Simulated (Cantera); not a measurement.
An adiabatic, constant-volume homogeneous reactor starts with CH4 : O2 : N2 = 1 : 3.03 : 11.4 (molar parts), equivalence ratio 0.66, at 1400 K and 150 Torr. Integrator tolerance rtol = 1e-08.

Model: GRI-Mech 3.0 (53 species, 325 reactions), integrated in Cantera.

Question: What does this change do: pressure from 150 Torr to 1580 Torr?

Answer: 
```json
[
 {"quantity": "time of steepest temperature rise", "before": "9.41 ms", "after": "1.53 ms"},
 {"quantity": "temperature at 0.400 s", "before": "2595 K", "after": "2736 K"},
 {"quantity": "equilibrium temperature", "before": "2595 K", "after": "2736 K"},
 {"quantity": "x(CH4) at 0.400 s", "before": "<1e-12 (gas-phase equilibrium <1e-12)", "after": "<1e-12 (gas-phase equilibrium <1e-12)"},
 {"quantity": "x(O2) at 0.400 s", "before": "0.0621 (gas-phase equilibrium 0.0621)", "after": "0.0592 (gas-phase equilibrium 0.0592)"},
 {"quantity": "x(NO) at 0.400 s", "before": "0.0140 (gas-phase equilibrium 0.0140)", "after": "0.0171 (gas-phase equilibrium 0.0171)"},
 {"quantity": "x(CH2O) at 0.400 s", "before": "1.77e-11 (gas-phase equilibrium 1.77e-11)", "after": "7.95e-11 (gas-phase equilibrium 7.95e-11)"},
 {"quantity": "x(HCN) at 0.400 s", "before": "5.79e-11 (gas-phase equilibrium 5.79e-11)", "after": "1.89e-10 (gas-phase equilibrium 1.89e-10)"},
 {"quantity": "x(HCO) at 0.400 s", "before": "4.15e-9 (gas-phase equilibrium 4.15e-9)", "after": "1.04e-8 (gas-phase equilibrium 1.04e-8)"},
 {"quantity": "x(OH) at 0.400 s", "before": "0.0188 (gas-phase equilibrium 0.0188)", "after": "0.0155 (gas-phase equilibrium 0.0155)"}
]
```
